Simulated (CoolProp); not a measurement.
n-butane at 279.7 K and 0.0536 MPa flows at 0.88 m/s in a round tube of 2 mm bore and 1.5 µm roughness, fully developed (64/Re and Nu = 3.66 if laminar; Colebrook and Gnielinski if turbulent). Each further row changes one setting.

Model: reference Helmholtz-energy equation of state, Bücker 2006, in CoolProp.

```
case               Reynolds number  Darcy friction factor  pressure drop (Pa/m)  heat-transfer coefficient (W/(m² K))  mass flow (kg/h)
-----------------  ---------------  ---------------------  --------------------  ------------------------------------  ----------------
as stated                      346                  0.185                  49.0                                  27.1            0.0136
velocity 1.76 m/s              692                 0.0925                  97.9                                  27.1            0.0272
diameter 4 mm                  692                 0.0925                  12.2                                  13.5            0.0544
```

Viscosity comes from a separate model (Vogel 1999). Thermal conductivity comes from a separate model (Perkins 2002).
